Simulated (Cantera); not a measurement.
A closed system holds: 1 mol Si, 2.8 mol Cl₂, 0.31 mol H₂, held at 1023.15 K and 7.20 bar.

Equilibrium computed with Cantera from the NASA thermochemical tables; the gas is ideal and each condensed phase is pure. Candidate condensed phases: Si; 19 gas species. Equilibrium is a limit: real reactors are often held back by kinetics, nucleation or transport.

Task: What is the equilibrium state?

Result: 
```json
{
 "x(SiCl₄)": "0.474",
 "x(HCl)": "0.294",
 "x(Cl₂)": "0.232",
 "x(Cl)": "9.78e-5",
 "gas_amount": "2.110 mol",
 "log10 activity of Si(s) (absent)": "-26.86"
}
```
